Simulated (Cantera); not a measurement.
Charge: 1 mol Al₂O₃, 0.13 mol H₂, at 1873.15 K and 0.000140 bar.

These are equilibrium values from Cantera (NASA tables, ideal gas, pure condensed phases), not measurements of a reactor. Candidate condensed phases: Al, Al₂O₃, H₂O; 19 gas species. The tables' values for AlOH are old estimates; treat these amounts as uncertain. The numbers say what is thermodynamically allowed, not how fast it happens.

Base state: H₂ 0.946, H 0.0531, H₂O 0.000812, Al 0.000490, Al₂O 3.28e-5, AlOH 2.15e-5 (mole fractions); condensed: Al₂O₃(s).

**Question.** What changes in the equilibrium state with this change: temperature from 1873.15 K to 1650 K?

**Answer.** 
| species | before | after |
|---|---|---|
| H₂ | 0.946 | 0.992 |
| H | 0.0531 | 0.00765 |
| H₂O | 0.000812 | 5.68e-5 |
| Al | 0.000490 | 3.54e-5 |
| Al₂O | 3.28e-5 | 1.38e-6 |
| AlOH | 2.15e-5 | 1.07e-6 |
| Al₂O₃(s), mol | 1.000 | 1.000 |
